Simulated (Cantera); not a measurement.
Cantera run, input and output.

```python
import numpy as np
import cantera as ct

gas = ct.Solution("gri30.yaml")
gas.TPX = 675, 18000, {'CH4': 1, 'C2H6': 0.57, 'O2': 3.07, 'N2': 8.6, 'H2O': 0.28}
flame = ct.FreeFlame(gas, width=0.13)
flame.set_refine_criteria(ratio=3, slope=0.08, curve=0.16)
flame.transport_model = "mixture-averaged"
flame.solve(loglevel=0, auto=True)
z, T = flame.grid, flame.T
thick = (T[-1] - T[0]) / np.gradient(T, z).max()
show = ['CH4', 'C2H6', 'O2', 'C2H4', 'NO2', 'C2H']
print(f"laminar burning velocity  {flame.velocity[0] * 100:.3f} cm/s")
print(f"burnt temperature         {T[-1]:.1f} K")
print(f"thermal thickness         {thick * 1e3:.4f} mm")
print(f"grid points               {len(z)}")
z0 = z[flame.heat_release_rate.argmax()]
print(f"{'z/mm':>9s}{'T/K':>9s}{'u/(m/s)':>9s}" + "".join(f"{s:>11s}" for s in show))
rows = []
for k in (-3, -2, -1.5, -1, -0.5, -0.25, 0, 0.25, 0.5, 1, 2, 4, 8):
    zz = z0 + k * thick
    rows.append([k * thick, np.interp(zz, z, T), np.interp(zz, z, flame.velocity),
                 *(np.interp(zz, z, flame.X[gas.species_index(s)]) for s in show)])
    print(f"{rows[-1][0] * 1e3:9.3f}{rows[-1][1]:9.1f}{rows[-1][2]:9.3f}" + "".join(f"{x:11.3e}" for x in rows[-1][3:]))
```

Output:

```
laminar burning velocity  241.189 cm/s
burnt temperature         2444.5 K
thermal thickness         1.2133 mm
grid points               160
     z/mm      T/K  u/(m/s)        CH4       C2H6         O2       C2H4        NO2        C2H
   -3.640    675.1    2.417  7.378e-02  4.207e-02  2.266e-01  3.930e-07  4.024e-11  2.098e-22
   -2.427    676.5    2.433  7.336e-02  4.189e-02  2.254e-01  6.207e-06  6.090e-10  1.906e-19
   -1.820    683.8    2.474  7.257e-02  4.158e-02  2.236e-01  4.323e-05  3.873e-09  4.905e-17
   -1.213    745.0    2.734  6.930e-02  4.020e-02  2.163e-01  4.163e-04  2.385e-08  4.883e-14
   -0.607   1183.3    4.511  5.111e-02  2.684e-02  1.723e-01  3.670e-03  3.557e-08  2.591e-09
   -0.303   1610.0    6.330  3.019e-02  8.575e-03  1.200e-01  5.515e-03  1.975e-08  4.818e-07
    0.000   1985.9    7.976  9.799e-03  4.394e-04  6.570e-02  2.221e-03  6.432e-09  7.728e-06
    0.303   2179.5    8.810  1.629e-03  3.013e-06  3.184e-02  2.245e-04  1.714e-09  1.012e-05
    0.607   2239.8    9.051  1.770e-04  1.262e-08  1.644e-02  9.393e-06  1.337e-09  2.854e-06
    1.213   2262.0    9.106  1.641e-06  1.441e-12  7.918e-03  7.684e-09  1.724e-09  5.433e-08
    2.427   2273.2    9.121  7.302e-10  9.952e-19  6.103e-03  1.311e-13  1.961e-09  4.458e-11
    4.853   2285.1    9.156  7.997e-14  2.819e-24  5.713e-03  7.692e-18  2.229e-09  7.975e-15
    9.706   2304.5    9.220  1.070e-15  1.170e-28  5.293e-03  1.679e-22  2.789e-09  1.953e-19
```

Computed with Cantera and GRI-Mech 3.0 (53 species, 325 reactions). Burning velocities carry a grid error of a few per cent, more on coarse grids.
